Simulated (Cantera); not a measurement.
Charge: 1 mol Fe2O3, 14 mol CO, at 2123 K and 0.250 bar.

These are equilibrium values from Cantera (NASA tables, ideal gas, pure condensed phases), not measurements of a reactor. Candidate condensed phases: C, Fe, Fe(CO)5, FeO, Fe2O3, Fe3O4; 15 gas species. Each liquid is taken as pure. Mutual solubility and eutectic melting of coexisting phases are not modelled. The tables' stoichiometric FeO is somewhat more stable than real wüstite, so its field is too wide. FeO: taken at fixed stoichiometry. The numbers say what is thermodynamically allowed, not how fast it happens.

Base state: CO 0.908, CO2 0.0863, Fe 0.00533, FeO 6.69e-5 (mole fractions); condensed: Fe(l) + FeO(l).

**Question.** What changes in the equilibrium state with this change: temperature from 2123 K to 900 K?

**Answer.** 
```json
[
 {"species": "CO", "before": "0.908", "after": "0.561"},
 {"species": "CO2", "before": "0.0863", "after": "0.439"},
 {"species": "Fe", "before": "0.00533", "after": "<1e-9"},
 {"species": "FeO", "before": "6.69e-5", "after": "<1e-9"},
 {"species": "Fe(l), mol", "before": "0.139", "after": "0"},
 {"species": "FeO(l), mol", "before": "1.78", "after": "0"},
 {"species": "C(graphite), mol", "before": "0", "after": "3.58"},
 {"species": "FeO(s), mol", "before": "0", "after": "2.00"}
]
```

**Question.** What changes in the equilibrium state with this change: temperature from 2123 K to 2098 K?

**Answer.** 
```json
[
 {"species": "CO", "before": "0.908", "after": "0.908"},
 {"species": "CO2", "before": "0.0863", "after": "0.0875"},
 {"species": "Fe", "before": "0.00533", "after": "0.00415"},
 {"species": "FeO", "before": "6.69e-5", "after": "4.92e-5"},
 {"species": "Fe(l), mol", "before": "0.139", "after": "0.172"},
 {"species": "FeO(l), mol", "before": "1.78", "after": "1.77"}
]
```
